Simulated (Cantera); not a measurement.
Charge: 1 mol Al, 45 mol N2O, 28 mol N2, equilibrated at 1177 °C and 0.000460 bar.

These are equilibrium values from Cantera (NASA tables, ideal gas, pure condensed phases), not measurements of a reactor. Candidate condensed phases: Al, AlN, Al2O3; 16 gas species. Rates play no part.

Base state: N2 0.770, O2 0.229, NO 0.000981, O 4.48e-5 (mole fractions); condensed: Al2O3(s).

What changes in the equilibrium state with this change: temperature from 1177 °C to 1827 °C?


| species | before | after |
|---|---|---|
| N2 | 0.770 | 0.754 |
| O2 | 0.229 | 0.207 |
| O | 4.48e-5 | 0.0295 |
| NO | 0.000981 | 0.00966 |
| Al2O3(s), mol | 0.500 | 0.500 |

What changes in the equilibrium state with this change: N2O from 45 to 5.4 mol?


```json
[
 {"species": "N2", "before": "0.770", "after": "0.945"},
 {"species": "O2", "before": "0.229", "after": "0.0549"},
 {"species": "NO", "before": "0.000981", "after": "0.000532"},
 {"species": "O", "before": "4.48e-5", "after": "2.19e-5"},
 {"species": "Al2O3(s), mol", "before": "0.500", "after": "0.500"}
]
```
